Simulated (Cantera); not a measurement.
Charge: 1 mol trisilylamine, 1.9 mol NH3, 3.3 mol N2, at 11.0 Pa.

Cantera equilibrium calculation (NASA polynomials, part measured and part estimated; ideal gas, pure solids and liquids). Candidate condensed phases: Si, Si3N4; 18 gas species. The feed counts by its element totals alone. Gases not in the tables: Si2H6 and higher silanes. Kinetics and transport are ignored.

### Question
Which condensed phases are stable at each of these points (T (K)): 1223, 1298, 1373, 1448, 1523, 1598, 1673, 1748, 1823, 1898?

### Answer
```csv
T (K),condensed phases,Si condensed (%)
1223,Si3N4(s),100.0
1298,Si3N4(s),100.0
1373,Si3N4(s),100.0
1448,Si3N4(s),100.0
1523,Si(s),99.9
1598,Si(s),99.6
1673,Si(s),98.4
1748,Si(l),94.3
1823,Si(l),82.2
1898,Si(l),45.8
```

From 1223 K to 1448 K the condensed part is Si3N4(s). From 1523 K to 1673 K the condensed part is Si(s). From 1748 K to 1898 K the condensed part is Si(l).
